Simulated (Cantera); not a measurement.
A closed system holds: 1 mol SiH4, 0.058 mol Cl2, 4 mol H2, held at 800 K and 10.0 Torr.

These are equilibrium values from Cantera (NASA tables, ideal gas, pure condensed phases), not measurements of a reactor. Candidate condensed phases: Si; 19 gas species. Rates play no part.

Base state: H2 0.993, SiCl4 0.00313, HCl 0.00177, SiHCl3 0.00159, SiH2Cl2 6.51e-5 (mole fractions); condensed: Si(s).

Q: What changes in the equilibrium state with this change: temperature from 800 K to 1175 K?

A: 
```csv
species,before,after
H2,0.993,0.982
HCl,0.00177,0.0173
SiCl2,3.24e-6,0.000694
SiCl4,0.00313,3.76e-5
SiHCl3,0.00159,5.04e-5
SiH2Cl2,6.51e-5,8.65e-6
SiCl3,9.56e-6,5.17e-5
"Si(s), mol",0.971,0.995
```
The tables' values for SiCl3 are old estimates; treat these amounts as uncertain.
